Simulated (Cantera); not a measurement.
A jet of 1.28 % CH₄, 6.75 % O₂, 92.0 % N₂, equivalence ratio 0.38 at 300 K and 9600 Pa hits a platinum plate 8.3 cm away at a mass flux of 0.033 kg/m²/s; the plate temperature is set and raised in steps from an oxygen-covered start.

Detailed kinetics in Cantera: Deutschmann's 1995 Pt surface mechanism with GRI-Mech 3.0 gas chemistry. Catalytic surfaces can have several steady states; this one follows from the mechanism file's or the stated starting coverage.

x: mole fraction at the wall; θ: surface coverage.

| plate T (K) | wall x CH₄ | wall x O₂ | wall x H₂O | wall x OH | wall x CO | wall x CO₂ | θ free Pt | θ O* | θ OH* |
|---|---|---|---|---|---|---|---|---|---|
| 850 | 0.00788 | 0.0571 | 0.00920 | <1e-8 | 2.31e-6 | 0.00600 | 0.165 | 0.834 | 0.000918 |
| 900 | 0.00545 | 0.0520 | 0.0137 | 2.19e-8 | 2.28e-6 | 0.00896 | 0.234 | 0.765 | 0.00102 |
| 950 | [?] | 0.0483 | [?] | [?] | 2.16e-6 | [?] | [?] | [?] | 0.00101 |
| 1000 | 0.00263 | 0.0460 | 0.0189 | 1.70e-7 | 2.07e-6 | 0.0124 | 0.380 | 0.619 | 0.000931 |
| 1050 | [?] | 0.0446 | 0.0201 | [?] | 2.06e-6 | 0.0132 | [?] | [?] | [?] |

### Question
What belongs in the gaps?

### Answer

- 950, wall x CH₄: 0.00372
- 950, wall x H₂O: 0.0169
- 950, wall x OH: 6.54e-8
- 950, wall x CO₂: 0.0110
- 950, θ free Pt: 0.307
- 950, θ O*: 0.692
- 1050, wall x CH₄: 0.00194
- 1050, wall x OH: 3.99e-7
- 1050, θ free Pt: 0.451
- 1050, θ O*: 0.548
- 1050, θ OH*: 0.000833
